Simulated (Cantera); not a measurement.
A closed system holds: 1 mol TEOS, 0.46 mol H2O, 160 mol N2, a varied amount of O2, at 327 °C and 160 Pa.

Method: chemical equilibrium by Gibbs-energy minimisation in Cantera with the NASA 1993 tables (ideal gas, pure condensed phases). Candidate condensed phases: C, C6H6, C7H8, C8H18, H2O, Si, SiC, SiO2, Si2N2O, Si3N4; 151 gas species. The feed counts by its element totals alone. Kinetics and transport are ignored.

Question: Which condensed phases are stable at each of these points (n(O2) (mol)): 0.56, 0.82, 1.2, 1.8, 2.6, 3.8, 5.5, 8.1, 12, 17, 25?

Answer: 
| n(O2) (mol) | condensed phases | Si condensed (%) |
|---|---|---|
| 0.56 | C(graphite) + SiO2(α-quartz) | 100.0 |
| 0.82 | C(graphite) + SiO2(α-quartz) | 100.0 |
| 1.2 | C(graphite) + SiO2(α-quartz) | 100.0 |
| 1.8 | C(graphite) + SiO2(α-quartz) | 100.0 |
| 2.6 | C(graphite) + SiO2(α-quartz) | 100.0 |
| 3.8 | C(graphite) + SiO2(α-quartz) | 100.0 |
| 5.5 | C(graphite) + SiO2(α-quartz) | 100.0 |
| 8.1 | SiO2(α-quartz) | 100.0 |
| 12 | SiO2(α-quartz) | 100.0 |
| 17 | SiO2(α-quartz) | 100.0 |
| 25 | SiO2(α-quartz) | 100.0 |

From 0.56 mol O2 to 5.5 mol O2 the condensed part is C(graphite) + SiO2(α-quartz). From 8.1 mol O2 to 25 mol O2 the condensed part is SiO2(α-quartz).
